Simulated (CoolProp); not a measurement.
Vapour-liquid equilibrium of propylene (1) + n-heptane (2) at 119 kPa; x and y are mole fractions of (1).

Model: multi-fluid Helmholtz-energy mixture model, Lemmon 2013 and Span 2003; pair parameters Bell 2016, in CoolProp.

```tsv
x	bubble temperature, mixture model (K)	bubble temperature, Raoult's law (K)	y, mixture model	y, Raoult's law
0.05	330.5	322.6	0.790	0.853
0.125	289.2	289.5	0.970	0.971
0.2	269.1	273.4	0.991	0.990
0.275	257.4	263.3	0.996	0.995
0.35	249.9	256.1	0.998	0.997
0.425	244.8	250.6	0.999	0.998
0.5	241.2	246.2	0.999	0.999
0.575	238.6	242.6	0.999	0.999
0.65	236.5	239.4	1.000	1.000
0.725	234.9	236.7	1.000	1.000
0.8	233.4	234.3	1.000	1.000
0.875	231.9	232.2	1.000	1.000
0.95	230.3	230.3	1.000	1.000
```

The largest gap from Raoult's law is +7.9 K in bubble temperature, at x = 0.05. No azeotrope shows between x = 0.05 and 0.95.

The pair parameters rest on a limited set of measurements; away from them the model extrapolates. The gap from Raoult's law changes sign with composition, which may be real or a fault of the pair parameters; it wasn't checked against measurements.
